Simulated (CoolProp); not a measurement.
Properties of C3F8 (R218) along the isobar 1.12 MPa (Tc = 345.0 K, pc = 2.640 MPa, ω = 0.317).

Computed with CoolProp (reference Helmholtz-energy equation of state, Lemmon 2006). It is a short technical equation, of lower accuracy than the large ones.

| T (K) | phase | cp (kJ/(kg K)) | cv (kJ/(kg K)) | speed of sound (m/s) | expansivity (1/kK) | fugacity coefficient |
|---|---|---|---|---|---|---|
| 213.7 | liquid | 0.9255 | 0.6458 | 644.4 | 2.125 | 0.02977 |
| 222.9 | liquid | 0.9437 | 0.6623 | 604.5 | 2.218 | 0.04862 |
| 232 | liquid | 0.9625 | 0.6784 | 566.1 | 2.329 | 0.07523 |
| 241.2 | liquid | 0.9827 | 0.6945 | 528.0 | 2.463 | 0.1120 |
| 250.4 | liquid | 1.004 | 0.7105 | 490.3 | 2.626 | 0.1604 |
| 259.5 | liquid | 1.027 | 0.7262 | 453.4 | 2.825 | 0.2214 |
| 268.7 | liquid | 1.053 | 0.7422 | 416.0 | 3.078 | 0.2973 |
| 277.9 | liquid | 1.082 | 0.7584 | 378.3 | 3.406 | 0.3885 |
| 287 | liquid | 1.115 | 0.7747 | 340.2 | 3.844 | 0.4938 |
| 296.2 | liquid | 1.158 | 0.7917 | 300.3 | 4.480 | 0.6151 |
| 305.4 | liquid | 1.217 | 0.8098 | 257.8 | 5.493 | 0.7503 |
